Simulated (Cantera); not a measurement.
NO annealing gas

An isothermal, constant-pressure homogeneous reactor starts with NO : N2 = 1 : 14 (molar parts), at 1773 K and 0.987 atm.

Model: GRI-Mech 3.0 (53 species, 325 reactions), integrated in Cantera.

| t (s) | x NO | x O | x N2 | x N2O | x NO2 |
|---|---|---|---|---|---|
| 1.00e-5 | 0.0667 | 7.73e-9 | 0.933 | 8.03e-9 | 3.33e-10 |
| 2.68e-5 | 0.0667 | 1.94e-8 | 0.933 | 2.15e-8 | 2.27e-9 |
| 7.20e-5 | 0.0667 | 4.46e-8 | 0.933 | 5.70e-8 | 1.42e-8 |
| 0.000193 | 0.0667 | 8.76e-8 | 0.933 | 1.49e-7 | 7.40e-8 |
| 0.000518 | 0.0667 | 1.61e-7 | 0.933 | 3.74e-7 | 2.98e-7 |
| 0.00139 | 0.0667 | 3.59e-7 | 0.933 | 8.41e-7 | 1.03e-6 |
| 0.00373 | 0.0667 | 9.48e-7 | 0.933 | 1.49e-6 | 3.34e-6 |
| 0.0100 | 0.0666 | 2.13e-6 | 0.933 | 1.85e-6 | 8.22e-6 |
| 0.0268 | 0.0666 | 2.69e-6 | 0.933 | 1.87e-6 | 1.06e-5 |
| 0.0720 | 0.0665 | 2.76e-6 | 0.933 | 1.87e-6 | 1.09e-5 |
| 0.193 | 0.0663 | 2.93e-6 | 0.934 | 1.86e-6 | 1.15e-5 |
| 0.518 | 0.0657 | 3.33e-6 | 0.934 | 1.83e-6 | 1.30e-5 |
| 1.39 | 0.0642 | 4.21e-6 | 0.935 | 1.75e-6 | 1.62e-5 |
| 3.73 | 0.0603 | 5.91e-6 | 0.937 | 1.55e-6 | 2.15e-5 |
| 10.0 | 0.0511 | 8.67e-6 | 0.941 | 1.13e-6 | 2.69e-5 |
x: mole fraction; the columns are a selection and need not sum to one.

Equilibrium at this temperature and pressure: NO 0.00166, O 1.70e-5, N2 0.966, N2O 1.06e-7, NO2 1.73e-6 (gas phase only).
